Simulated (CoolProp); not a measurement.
Vapour-liquid equilibrium of R113 (1) + ethanol (2) at 11.4 bar; x and y are mole fractions of (1).

Computed with CoolProp (multi-fluid Helmholtz-energy mixture model, Marx 1992 and Schroeder 2014; pair parameters Bell 2016).

```csv
x,"bubble temperature, mixture model (°C)","bubble temperature, Raoult's law (°C)","y, mixture model","y, Raoult's law"
0.05,149.0,155.6,0.175,0.059
0.15,140.3,154.8,0.375,0.175
0.25,136.2,153.9,0.467,0.287
0.35,134.3,153.0,0.515,0.395
0.45,133.4,152.1,0.548,0.500
0.55,132.9,151.1,0.579,0.601
0.65,133.0,150.1,0.618,0.697
0.75,133.8,149.1,0.672,0.790
0.85,136.2,148.0,0.755,0.877
0.95,141.6,146.9,0.894,0.960
```

The largest gap from Raoult's law is -18.7 K in bubble temperature, at x = 0.45. y crosses x between x = 0.55 and 0.65: the model has an azeotrope there.

Pair parameters are fitted to limited data, so mixtures are less certain than the pure fluids.
